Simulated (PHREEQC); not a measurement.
1 kg of water holding 0.0069 mol/kgw KHCO3 and 0.31 mol/kgw KCl is evaporated at 25 °C; the solids stay in contact with the brine. No CO2 enters from the air. Solids allowed: Kalicinite, Sylvite. Others were left out.

Equilibrium calculation in PHREEQC: Pitzer model, pitzer.dat.

Task: Predict ionic strength at water left (kg) = 1, 0.5552.

Result: 
| water left (kg) | ionic strength |
|---|---|
| 1 | 0.317 |
| 0.5552 | 0.571 |
